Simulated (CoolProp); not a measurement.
A single-stage vapour-compression cycle with R143a: evaporating at 197.15 K (dew point), condensing at 228.15 K (bubble point), superheat 0 K, subcooling 0 K, compressor efficiency 0.65, no pressure losses. Each further row changes one setting.

Computed with CoolProp (reference Helmholtz-energy equation of state, Lemmon and Jacobsen 2000).

```csv
case,cooling COP,pressure ratio,discharge temperature (K),refrigerating effect (kJ/kg),volumetric capacity (kJ/m³)
as stated,3.67,5.48,269.5,205,220
evaporating temperature 202.15 K,4.58,4.00,261.4,208,300
condensing temperature 223.15 K,4.47,4.32,259.2,212,227
subcooling 5 K,3.79,5.48,269.5,212,227
superheat 10 K,3.62,5.48,280.8,213,216
compressor efficiency 0.55,3.11,5.48,280.7,205,220
```
